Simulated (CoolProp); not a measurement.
Hexamethyldisiloxane (MM) along the isotherm 620 K: Z from the reference equation and from simpler models built on Tc = 518.7 K, pc = 1931 kPa, ω = 0.418; each cubic takes its own stable root.

Computed with CoolProp (reference Helmholtz-energy equation of state, Thol 2016).

```tsv
p (kPa)	phase	reference
207	gas	0.9800
414	gas	0.9597
621	gas	0.9392
828	gas	0.9187
1030	gas	0.8987
1240	gas	0.8780
1450	gas	0.8574
1660	gas	0.8371
1860	gas	0.8181
2070	supercritical	0.7986
2280	supercritical	0.7794
2480	supercritical	0.7616
2690	supercritical	0.7434
2900	supercritical	0.7257
```

How far does each simpler model (Pitzer virial, van der Waals, Redlich-Kwong, Soave-Redlich-Kwong, Peng-Robinson) lie from the reference over these 14 states: mean and median of the absolute difference, and the worst?


- Pitzer virial: mean 1.1 %, median 1.3 %, worst +1.7 % at 620 K and 2280 kPa
- van der Waals: mean 4.2 %, median 2.6 %, worst -13.6 % at 620 K and 2900 kPa
- Redlich-Kwong: mean 3.2 %, median 2.4 %, worst -8.4 % at 620 K and 2900 kPa
- Soave-Redlich-Kwong: mean 1.7 %, median 1.8 %, worst +3.2 % at 620 K and 2900 kPa
- Peng-Robinson: mean 0.8 %, median 0.8 %, worst -1.4 % at 620 K and 2690 kPa
